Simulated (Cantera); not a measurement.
## Silicon nitride deposition: SiF4 + N2 + NH3

Feed: 1 mol SiF4, a varied amount of N2, 0.32 mol NH3, at 823.15 K and 0.0420 bar.

Cantera equilibrium calculation (NASA polynomials, part measured and part estimated; ideal gas, pure solids and liquids). Candidate condensed phases: Si, Si3N4; 37 gas species. Rates play no part.

| n(N2) (mol) | log p N2 | log p SiF4 | log p H2 | log p HF | log p SiHF3 | log p NH3 | log p SiF3 | log p SiH2F2 |
|---|---|---|---|---|---|---|---|---|
| 1.5 | -1.65 | -1.87 | -2.19 | -5.47 | -5.80 | -6.74 | -8.22 | -9.95 |
| 1.8 | -1.62 | -1.91 | -2.23 | -5.50 | -5.85 | -6.78 | -8.26 | -10.02 |
| 2.3 | -1.58 | -1.97 | -2.29 | -5.53 | -5.93 | -6.85 | -8.31 | -10.12 |
| 3 | -1.54 | -2.04 | -2.36 | -5.58 | -6.03 | -6.94 | -8.37 | -10.24 |
| 3.7 | -1.52 | -2.10 | -2.42 | -5.62 | -6.11 | -7.02 | -8.42 | -10.34 |
| 4.7 | -1.49 | -2.18 | -2.50 | -5.67 | -6.20 | -7.12 | -8.48 | -10.46 |
| 6 | -1.47 | -2.26 | -2.58 | -5.73 | -6.31 | -7.23 | -8.54 | -10.59 |
| 7.6 | -1.45 | -2.34 | -2.66 | -5.79 | -6.42 | -7.34 | -8.61 | -10.72 |
| 9.6 | -1.44 | -2.43 | -2.75 | -5.85 | -6.52 | -7.46 | -8.67 | -10.85 |
| 12 | -1.43 | -2.51 | -2.83 | -5.91 | -6.63 | -7.58 | -8.74 | -10.98 |
| 15 | -1.42 | -2.60 | -2.92 | -5.97 | -6.74 | -7.71 | -8.80 | -11.12 |
log p: log10 of the partial pressure in bar; nothing condenses.

From 1.5 mol N2 to 15 mol N2 nothing is condensed. The main Si-bearing gas is SiF4 throughout.
